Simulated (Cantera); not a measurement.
A Cantera script and what it prints.

```python
import numpy as np
import cantera as ct

gas_names = """
    H HNO HNO2 HNO3 HO2 H2 H2O H2O2 N NH NH2 NH3 NH2OH NO NO2 NO3 N2 N2H2 N2H4 N2O O OH O2 O3 Pb PbO Pb2
""".split()
cond_names = """
    H2O(s) H2O(L) Pb(cr) Pb(L) PbO(rd) PbO(yw) PbO(L) PbO2(s) Pb3O4(s)
""".split()


# ... load() reads the species with a 1 bar reference pressure and builds the phases ...
atoms = {
    'PbO': {'Pb': 1, 'O': 1},
    'H2': {'H': 2},
    'N2': {'N': 2},
}
top_T = {'Pb3O4(s)': 820}  # K; cautious upper limits of use, not melting points


# ... equilibrate(T, P, feed) seeds the gas with the atoms and calls Mixture.equilibrate('TP', solver="vcs", rtol=1e-11, max_steps=5000) ...
results = []
feed = {'PbO': 1, 'H2': 0.68, 'N2': 0.17}  # mol
T = 973  # K
P = 61000  # Pa
mix = equilibrate(T, P, feed)
results.append((T, P, feed, dict(zip(mix.species_names, mix.species_moles))))
print(gas.report(threshold=0.0001))
for i in range(1, mix.n_phases):
    print(f"{mix.phase(i).name:16s} {mix.phase_moles(i):12.5e} mol")
```

Output:

```
       temperature   973 K
          pressure   61000 Pa
           density   0.15092 kg/m^3
  mean mol. weight   20.016 kg/kmol
   phase of matter   gas

                          1 kg             1 kmol
                     ---------------   ---------------
          enthalpy       -8.4632e+06        -1.694e+08  J
   internal energy       -8.8674e+06       -1.7749e+08  J
           entropy             11941        2.3902e+05  J/K
    Gibbs function       -2.0082e+07       -4.0196e+08  J
 heat capacity c_p            1961.2             39255  J/K
 heat capacity c_v            1545.8             30941  J/K

                      mass frac. Y      mole frac. X     chem. pot. / RT
                     ---------------   ---------------   ---------------
                H2        1.0743e-05        0.00010666           -27.078
               H2O           0.71992           0.79988           -55.389
                N2           0.27991               0.2           -26.895
     [  +24 minor]        0.00015066        1.4539e-05

Pb(L)             6.79897e-01 mol
PbO(yw)           3.20090e-01 mol
PbO2(s)           0.00000e+00 mol
```

Cantera equilibrium calculation (NASA polynomials, part measured and part estimated; ideal gas, pure solids and liquids).
